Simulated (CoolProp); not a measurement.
Propylene glycol along the isobar 536 kPa: density (kg/m³) from the reference equation and from simpler models built on Tc = 400.8 °C, pc = 7292 kPa, ω = 0.327; each cubic takes its own stable root.

Model: reference Helmholtz-energy equation of state, Eisenbach 2021, in CoolProp.

```json
[
 {"T (°C)": "-32.25", "phase": "liquid", "reference": "1076", "Redlich-Kwong": "1039", "Peng-Robinson": "1180"},
 {"T (°C)": "13.25", "phase": "liquid", "reference": "1042", "Redlich-Kwong": "1006", "Peng-Robinson": "1152"},
 {"T (°C)": "58.75", "phase": "liquid", "reference": "1007", "Redlich-Kwong": "968.8", "Peng-Robinson": "1120"},
 {"T (°C)": "104.25", "phase": "liquid", "reference": "969.7", "Redlich-Kwong": "926.6", "Peng-Robinson": "1082"},
 {"T (°C)": "149.75", "phase": "liquid", "reference": "929.7", "Redlich-Kwong": "878.8", "Peng-Robinson": "1036"},
 {"T (°C)": "195.35", "phase": "liquid", "reference": "885.3", "Redlich-Kwong": "11.30", "Peng-Robinson": "981.6"},
 {"T (°C)": "240.85", "phase": "liquid", "reference": "834.4", "Redlich-Kwong": "10.11", "Peng-Robinson": "10.23"},
 {"T (°C)": "286.35", "phase": "gas", "reference": "9.253", "Redlich-Kwong": "9.170", "Peng-Robinson": "9.242"}
]
```

At some of these states Redlich-Kwong, Peng-Robinson gives the other phase, because its saturation line lies elsewhere.
